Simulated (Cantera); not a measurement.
Input: 1 mol Fe, 0.025 mol O2, 16 mol N2, at 10.0 mbar.

Method: chemical equilibrium by Gibbs-energy minimisation in Cantera with the NASA 1993 tables (ideal gas, pure condensed phases). Candidate condensed phases: Fe, FeO, Fe2O3, Fe3O4; 11 gas species. Each liquid is taken as pure. Mutual solubility and eutectic melting of coexisting phases are not modelled. The tables' stoichiometric FeO is somewhat more stable than real wüstite, so its field is too wide. FeO: taken at fixed stoichiometry. Rates play no part.

Question: Which condensed phases are stable at each of these points (T (°C)): 1277, 1327, 1377, 1427, 1477, 1527, 1577, 1627, 1677, 1727?

Answer: 
| T (°C) | condensed phases | Fe condensed (%) |
|---|---|---|
| 1277 | Fe(γ) + FeO(s) | 99.9 |
| 1327 | Fe(γ) + FeO(s) | 99.8 |
| 1377 | Fe(γ) + FeO(l) | 99.6 |
| 1427 | Fe(δ) + FeO(l) | 99.0 |
| 1477 | Fe(δ) + FeO(l) | 97.8 |
| 1527 | Fe(δ) + FeO(l) | 95.2 |
| 1577 | Fe(l) + FeO(l) | 90.5 |
| 1627 | Fe(l) + FeO(l) | 81.8 |
| 1677 | Fe(l) + FeO(l) | 66.3 |
| 1727 | Fe(l) + FeO(l) | 38.9 |

From 1277 °C to 1327 °C the condensed part is Fe(γ) + FeO(s). At 1377 °C the condensed part is Fe(γ) + FeO(l). From 1427 °C to 1527 °C the condensed part is Fe(δ) + FeO(l). From 1577 °C to 1727 °C the condensed part is Fe(l) + FeO(l).
